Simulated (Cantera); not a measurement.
A perfectly stirred reactor is fed with CO : H2 : O2 : N2 : CO2 = 1 : 0.32 : 1.35 : 14.8 : 0.69 (molar parts), equivalence ratio 0.49, at 1.28 atm; it is adiabatic with a 373 K inlet, and is followed from long to short residence time, starting on the burning branch (τ in s: 0.15, 0.055, 0.021, 0.0077, 0.0029, 0.0011, 0.0004, 0.00015, 5.6e-05).

Detailed kinetics in Cantera: GRI-Mech 3.0 (53 species, 325 reactions).

Task: What does this change do: CO 1 to 1.4 parts?

Result: 
```tsv
quantity	before	after
state	not burning at any residence time tried	not reached
x(CO) at τ = 0.150 s	0.0551	0.00438
x(H2) at τ = 0.150 s	0.0176	0.000157
x(O2) at τ = 0.150 s	0.0743	0.0299
x(HO2) at τ = 0.150 s	<1e-12	8.86e-6
x(NO) at τ = 0.150 s	<1e-12	3.06e-7
x(CO) at τ = 2.90 ms	0.0551	0.0754
x(H2) at τ = 2.90 ms	0.0176	0.0172
x(O2) at τ = 2.90 ms	0.0743	0.0727
x(HO2) at τ = 2.90 ms	<1e-12	<1e-12
x(NO) at τ = 2.90 ms	<1e-12	<1e-12
blow-out, bracketed by the residence times tried	not reached	burning at 0.150 s, out at 55.0 ms
```
